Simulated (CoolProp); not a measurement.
R410A along the isobar 26.3 bar: Z from the reference equation and from simpler models built on Tc = 344.5 K, pc = 49.01 bar, ω = 0.296; each cubic takes its own stable root.

Model: reference Helmholtz-energy equation of state, Lemmon 2003, in CoolProp. It is a pseudo-pure fit of the blend.

```
T (K)   phase  reference
-----  ------  ---------
291.9  liquid    0.07157
301.5  liquid    0.07249
339.8     gas     0.7533
349.3     gas     0.7837
358.9     gas     0.8087
368.5     gas     0.8296
378.1     gas     0.8473
387.6     gas     0.8625
397.2     gas     0.8757
406.8     gas     0.8874
416.4     gas     0.8977
426       gas     0.9068
435.5     gas     0.9148
```

Question: How far does each simpler model (Redlich-Kwong, Soave-Redlich-Kwong) lie from the reference over these 13 states: mean and median of the absolute difference, and the worst?

Answer: 
- Redlich-Kwong: mean 5.5 %, median 0.8 %, worst +32.1 % at 301.5 K and 26.3 bar
- Soave-Redlich-Kwong: mean 4.8 %, median 1.4 %, worst +24.1 % at 301.5 K and 26.3 bar
